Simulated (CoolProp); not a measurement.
Vapour-liquid equilibrium of R114 (1) + n-hexane (2) at 136 kPa; x and y are mole fractions of (1).

Model: multi-fluid Helmholtz-energy mixture model, Platzer 1990 and Thol 2019; pair parameters Bell 2016, in CoolProp. This equation is an older, rougher fit; its heat capacities, sound speeds and derivatives of the liquid may be far off and weren't checked against measurements.

```
x      bubble temperature (K)  y at the bubble point  dew temperature at overall composition x (K)  liquid density (mol/L)
-----  ----------------------  ---------------------  --------------------------------------------  ----------------------
0.05                    339.0                  0.340                                         349.9                   7.180
0.125                   325.3                  0.606                                         347.3                   7.387
0.2                     316.1                  0.737                                         344.6                   7.549
0.275                   309.6                  0.810                                         341.7                   7.684
0.35                    304.8                  0.855                                         338.6                   7.803
0.425                   301.0                  0.885                                         335.1                   7.913
0.5                     298.1                  0.908                                         331.4                   8.018
0.575                   295.6                  0.925                                         327.2                   8.120
0.65                    293.4                  0.940                                         322.5                   8.223
0.725                   291.4                  0.954                                         317.1                   8.327
0.8                     289.5                  0.966                                         310.5                   8.434
0.875                   287.7                  0.979                                         302.3                   8.546
0.95                    285.9                  0.991                                         291.9                   8.664
```

No azeotrope shows between x = 0.05 and 0.95.

Pair parameters are fitted to limited data, so mixtures are less certain than the pure fluids.
